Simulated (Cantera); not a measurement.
What does this Cantera script print?

```python
import numpy as np
import cantera as ct

gas_names = [...]  # 47 gases of nasa_gas.yaml made of Cl, H, N, O, Si
cond_names = """
    H2O(s) H2O(L) NH4CL(a) NH4CL(b) Si(cr) Si(L) SiO2(Lqz) SiO2(hqz) SiO2(L) Si2N2O(s) Si3N4(a)
""".split()


# ... load() reads the species with a 1 bar reference pressure and builds the phases ...
atoms = {
    'SiCl4': {'Si': 1, 'CL': 4},
    'NO': {'N': 1, 'O': 1},
    'H2': {'H': 2},
}
top_T = {'Si2N2O(s)': 2100, 'Si3N4(a)': 2400}  # K; cautious upper limits of use, not melting points


# ... equilibrate(T, P, feed) seeds the gas with the atoms and calls Mixture.equilibrate('TP', solver="vcs", rtol=1e-11, max_steps=5000) ...
results = []
feed = {'SiCl4': 1, 'NO': 0.1, 'H2': 13}  # mol
P = 50000  # Pa
for T in [1300, 1375, 1450, 1525, 1600, 1675, 1750]:
    mix = equilibrate(T, P, feed)
    results.append((T, P, feed, dict(zip(mix.species_names, mix.species_moles))))
    x = sorted(zip(gas.X, gas.species_names), reverse=True)
    print(f"T = {T:g} K  P = {P:g} Pa  gas = {mix.phase_moles(0):.4g} mol")
    print("   x: " + "  ".join(f"{s} {v:.3e}" for v, s in x if v > 1e-05))
    print("   condensed (mol): " + ("  ".join(f"{mix.phase(i).name} {mix.phase_moles(i):.4g}"
          for i in range(1, mix.n_phases) if mix.phase_moles(i) > 1e-12) or "none"))
```

Output:

```
T = 1300 K  P = 50000 Pa  gas = 14.33 mol
   x: H2 8.597e-01  HCL 7.927e-02  SiCL4 2.834e-02  SiHCL3 1.400e-02  SiCL2 1.061e-02  SiCL3 7.118e-03  SiH2CL2 9.760e-04  SiH3CL 1.912e-05  SiO 1.124e-05
   condensed (mol): SiO2(hqz) 0.02492  Si2N2O(s) 0.05
T = 1375 K  P = 50000 Pa  gas = 14.49 mol
   x: H2 8.423e-01  HCL 9.728e-02  SiCL2 2.052e-02  SiCL4 1.913e-02  SiHCL3 1.057e-02  SiCL3 9.244e-03  SiH2CL2 8.647e-04  SiO 6.841e-05  SiH3CL 2.024e-05
   condensed (mol): SiO2(hqz) 0.0245  Si2N2O(s) 0.05
T = 1450 K  P = 50000 Pa  gas = 14.66 mol
   x: H2 8.250e-01  HCL 1.151e-01  SiCL2 3.122e-02  SiCL4 1.107e-02  SiCL3 9.725e-03  SiHCL3 6.837e-03  SiH2CL2 6.540e-04  SiO 3.204e-04  SiH3CL 1.818e-05  H 1.215e-05
   condensed (mol): SiO2(hqz) 0.02264  Si2N2O(s) 0.05
T = 1525 K  P = 50000 Pa  gas = 14.81 mol
   x: H2 8.107e-01  HCL 1.295e-01  SiCL2 3.990e-02  SiCL3 8.633e-03  SiCL4 5.549e-03  SiHCL3 3.924e-03  SiO 1.244e-03  SiH2CL2 4.471e-04  H 3.012e-05  SiH3CL 1.502e-05
   condensed (mol): SiO2(hqz) 0.01576  Si2N2O(s) 0.04999
T = 1600 K  P = 50000 Pa  gas = 14.93 mol
   x: H2 7.995e-01  HCL 1.401e-01  SiCL2 4.518e-02  SiCL3 6.830e-03  SiO 3.348e-03  SiCL4 2.543e-03  SiHCL3 2.096e-03  SiH2CL2 2.886e-04  H 6.875e-05  SiH3CL 1.187e-05
   condensed (mol): Si2N2O(s) 0.04992
T = 1675 K  P = 50000 Pa  gas = 14.98 mol
   x: H2 7.946e-01  HCL 1.448e-01  SiCL2 4.923e-02  SiCL3 5.163e-03  SiO 3.423e-03  SiCL4 1.125e-03  SiHCL3 1.113e-03  SiH2CL2 1.902e-04  H 1.464e-04  N2 8.969e-05  CL 2.083e-05
   condensed (mol): Si2N2O(s) 0.04866
T = 1750 K  P = 50000 Pa  gas = 15.03 mol
   x: H2 7.913e-01  HCL 1.458e-01  SiCL2 5.233e-02  SiO 4.218e-03  SiCL3 3.839e-03  N2 8.954e-04  SiHCL3 6.007e-04  SiCL4 5.004e-04  H 2.926e-04  SiH2CL2 1.282e-04  CL 4.158e-05  SiCL 2.396e-05
   condensed (mol): Si2N2O(s) 0.03654
```

These are equilibrium values from Cantera (NASA tables, ideal gas, pure condensed phases), not measurements of a reactor. Mutual solubility and eutectic melting of coexisting phases are not modelled. The tables' values for SiCl3, SiCl are old estimates; treat these amounts as uncertain. The tables hold silica as quartz up to 1696 K and as liquid above; real silica turns to tridymite and cristobalite and melts near 1996 K.
